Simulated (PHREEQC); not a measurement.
A solution holds 0.0056 mol HF, 0.00056 mol NH3 and 4e-05 mol KCl per kg of water, at 60 °C. Closed to the air; pH follows from the charge balance.

All values are PHREEQC results (ion-association model, wateq4f.dat), not measurements.

No solid was allowed to form.

Task: Order these F species by the share of F that they hold, largest first: H2F2, F-, HF2-, HF.

Result: HF (72 %), F- (27 %), HF2- (0.96 %), H2F2 (0.39 %)

The pH is 3.03 and the ionic strength 0.00159 mol/kgw. Away from 25 °C the constants follow the database's enthalpies or fits; those with neither stay at their 25 °C values.
